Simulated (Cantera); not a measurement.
An adiabatic, constant-pressure homogeneous reactor starts with CH₄ : O₂ : N₂ = 1 : 0.87 : 3.27 (molar parts), equivalence ratio 2.3, at 1225 K and 5.53 atm. Integrator tolerance rtol = 1e-08.

Detailed kinetics in Cantera: GRI-Mech 3.0 (53 species, 325 reactions).

What does this change do: initial temperature 1225 to 1125 K?


```json
[
 {"quantity": "time of steepest temperature rise", "before": "10.3 ms", "after": "38.8 ms"},
 {"quantity": "temperature at 0.200 s", "before": "2137 K", "after": "2047 K"},
 {"quantity": "equilibrium temperature", "before": "2137 K", "after": "2047 K"},
 {"quantity": "x(CH₄) at 0.200 s", "before": "7.98e-9 (gas-phase equilibrium 9.05e-9)", "after": "1.41e-8 (gas-phase equilibrium 1.58e-8)"},
 {"quantity": "x(O₂) at 0.200 s", "before": "2.47e-8 (gas-phase equilibrium 2.47e-8)", "after": "6.94e-9 (gas-phase equilibrium 6.94e-9)"},
 {"quantity": "x(C₂H₆) at 0.200 s", "before": "<1e-12 (gas-phase equilibrium <1e-12)", "after": "<1e-12 (gas-phase equilibrium <1e-12)"},
 {"quantity": "x(C₂H) at 0.200 s", "before": "<1e-12 (gas-phase equilibrium <1e-12)", "after": "<1e-12 (gas-phase equilibrium <1e-12)"},
 {"quantity": "x(C₂H₂) at 0.200 s", "before": "4.66e-12 (gas-phase equilibrium 5.27e-12)", "after": "5.32e-12 (gas-phase equilibrium 5.96e-12)"}
]
```
